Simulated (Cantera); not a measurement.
## Ignition delay

Mixture: H2 : O2 : N2 = 1 : 0.417 : 2.79 (molar parts), at 10.0 bar, adiabatic and at constant pressure. Ignition delay is the time to a rise of 400 K.

Detailed kinetics in Cantera: the H2/O2 subset of GRI-Mech 3.0, which has no nitrogen chemistry. The hydrogen kinetics of GRI-Mech 3.0 are dated; newer H2 mechanisms differ, most at raised pressure. Below about 950 K walls govern HO2 and H2O2 in real vessels.

```json
[
 {"T0 (K)": "925", "delay (ms)": "68.5"},
 {"T0 (K)": "975", "delay (ms)": "19.3"},
 {"T0 (K)": "1025", "delay (ms)": "5.89"},
 {"T0 (K)": "1075", "delay (ms)": "1.87"},
 {"T0 (K)": "1125", "delay (ms)": "0.580"},
 {"T0 (K)": "1175", "delay (ms)": "0.156"},
 {"T0 (K)": "1225", "delay (ms)": "0.0306"}
]
```

```
Quantity                                                Result
--------------------------------------------------  ----------
apparent activation energy between 1125 and 1225 K  340 kJ/mol
```
